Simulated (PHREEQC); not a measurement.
Dissolve 0.013 mol/kgw H2S and 0.008 mol/kgw HCl at 25 °C. Closed to the air; pH follows from the charge balance.

All values are PHREEQC results (ion-association model, phreeqc.dat), not measurements.

```
Property                       Result
--------------------  ---------------
pH                               2.13
ionic strength        0.00800 mol/kgw
specific conductance       3200 µS/cm
total alkalinity         -8.00 meq/kg
```

```tsv
species	molality	activity	log γ
H2S	0.0130	0.0130	0.001
H+	0.00800	0.00736	-0.036
Cl-	0.00800	0.00728	-0.041
HS-	2.22e-7	2.02e-7	-0.041
```

No solid was allowed to form. Species that the database lacks are ignored.
